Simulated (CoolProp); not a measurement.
Saturation properties of tetrahydrofuran.

Computed with CoolProp (reference Helmholtz-energy equation of state, Fiedler 2023).

```
T (K)  p (bar)  enthalpy of vaporisation (kJ/kg)  vapour Z
-----  -------  --------------------------------  --------
423.9        ?                             342.2    0.8657
432.1        ?                             333.2    0.8494
440.4    11.68                                 ?    0.8315
448.6        ?                             313.6    0.8124
456.9    15.58                             302.9    0.7914
465.2        ?                             291.3    0.7685
473.4    20.37                             279.0    0.7439
481.7    23.17                             265.5    0.7167
```

Complete the blanks.


- 423.9, p (bar): 8.557
- 432.1, p (bar): 10.02
- 440.4, enthalpy of vaporisation (kJ/kg): 323.7
- 448.6, p (bar): 13.51
- 465.2, p (bar): 17.87

It boils at 339.1 K under 1 atm.
